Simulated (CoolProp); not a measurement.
Saturation properties of sulfur dioxide (Tc = 430.6 K, pc = 78.87 bar, ω = 0.256).

Values from CoolProp's reference Helmholtz-energy equation of state, Gao 2016.

```tsv
T (K)	p (bar)	liquid density (kg/m³)	vapour density (kg/m³)
293.1	3.301	1381	9.247
301	4.309	1359	11.91
309	5.556	1336	15.18
317	7.062	1312	19.11
325	8.857	1287	23.83
332.9	10.95	1262	29.35
340.9	13.42	1236	35.97
348.9	16.29	1208	43.79
356.9	19.60	1179	53.03
```

It boils at 263.1 K under 1 atm.
